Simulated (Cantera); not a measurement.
# Thermodynamics of carbon deposition, reforming and gasification, feed C + H₂

Feed: 1 mol C, 2.4 mol H₂, held at 67.0 bar.

Method: chemical equilibrium by Gibbs-energy minimisation in Cantera with the NASA 1993 tables (ideal gas, pure condensed phases). Candidate condensed phases: C, C₆H₆, C₇H₈, C₈H₁₈; 76 gas species. The ideal-gas law is rough above about 30 bar. Rates play no part.

From 600 K to 900 K nothing is condensed. From 1050 K to 2400 K the condensed part is C(graphite). The main C-bearing gas is CH₄ at 600 K and C₂H₂ (acetylene) at 2400 K.

| T (K) | x H₂ | x CH₄ | x C₂H₂ (acetylene) | x H | x C₂H₄ | x CH₃ | x C₂H₆ | n C(graphite) |
|---|---|---|---|---|---|---|---|---|
| 600 | 0.286 | 0.714 | <1e-12 | <1e-12 | <1e-12 | <1e-12 | 1.05e-6 | 0 |
| 750 | 0.286 | 0.714 | <1e-12 | <1e-12 | 1.09e-9 | <1e-12 | 1.75e-5 | 0 |
| 900 | 0.286 | 0.714 | 2.81e-12 | 7.64e-12 | 3.37e-7 | 3.05e-10 | 0.000119 | 0 |
| 1050 | 0.397 | 0.603 | 1.64e-9 | 6.24e-10 | 7.74e-6 | 1.69e-8 | 0.000246 | 0.0965 |
| 1200 | 0.608 | 0.392 | 6.25e-8 | 1.88e-8 | 3.10e-5 | 2.31e-7 | 0.000194 | 0.324 |
| 1350 | 0.771 | 0.229 | 9.54e-7 | 2.56e-7 | 7.45e-5 | 1.51e-6 | 0.000120 | 0.552 |
| 1500 | 0.870 | 0.130 | 7.85e-6 | 2.01e-6 | 0.000130 | 6.08e-6 | 6.62e-5 | 0.723 |
| 1650 | 0.924 | 0.0760 | 4.21e-5 | 1.07e-5 | 0.000190 | 1.79e-5 | 3.63e-5 | 0.829 |
| 1800 | 0.953 | 0.0468 | 0.000167 | 4.27e-5 | 0.000249 | 4.24e-5 | 2.08e-5 | 0.891 |
| 1950 | 0.968 | 0.0306 | 0.000529 | 0.000138 | 0.000308 | 8.67e-5 | 1.26e-5 | 0.925 |
| 2100 | 0.977 | 0.0211 | 0.00141 | 0.000376 | 0.000365 | 0.000158 | 8.14e-6 | 0.942 |
| 2250 | 0.980 | 0.0152 | 0.00328 | 0.000898 | 0.000420 | 0.000265 | 5.51e-6 | 0.946 |
| 2400 | 0.979 | 0.0114 | 0.00682 | 0.00192 | 0.000471 | 0.000412 | 3.89e-6 | 0.937 |
x: gas mole fraction; n: condensed amount in mol.
